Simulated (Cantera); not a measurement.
A closed system holds: 1 mol CH₃F, 0.078 mol F₂, 0.63 mol H₂, held at 0.133 bar.

Method: chemical equilibrium by Gibbs-energy minimisation in Cantera with the NASA 1993 tables (ideal gas, pure condensed phases). Candidate condensed phases: C, C₆H₆, C₇H₈, C₈H₁₈; 95 gas species. Rates play no part.

x: gas mole fraction; n: condensed amount in mol.

| T (°C) | x H₂ | x H | x HF | x C₃ | x C₂H₂ (acetylene) | x C₂H | n C(graphite) |
|---|---|---|---|---|---|---|---|
| 2175 | 0.537 | 0.0400 | 0.418 | 1.63e-6 | 0.00464 | 2.22e-5 | 0.974 |
| 2325 | 0.506 | 0.0742 | 0.411 | 1.61e-5 | 0.00815 | 0.000105 | 0.953 |
| 2475 | 0.460 | 0.126 | 0.399 | 0.000123 | 0.0129 | 0.000407 | 0.920 |
| 2625 | 0.398 | 0.197 | 0.383 | 0.000758 | 0.0182 | 0.00133 | 0.869 |
| 2775 | ? | ? | 0.361 | ? | ? | ? | ? |
| 2925 | ? | ? | ? | ? | ? | ? | ? |
| 3075 | 0.155 | 0.444 | 0.288 | 0.0500 | 0.0201 | 0.0154 | 0 |

Q: Complete the blanks.

A: 
- 2925, x H₂: 0.236
- 2925, x H: 0.372
- 2925, x HF: 0.330
- 2925, x C₃: 0.0169
- 2925, x C₂H₂ (acetylene): 0.0251
- 2925, x C₂H: 0.00887
- 2925, n C(graphite): 0.540
- 2775, x H₂: 0.321
- 2775, x H: 0.283
- 2775, x C₃: 0.00387
- 2775, x C₂H₂ (acetylene): 0.0229
- 2775, x C₂H: 0.00372
- 2775, n C(graphite): 0.776
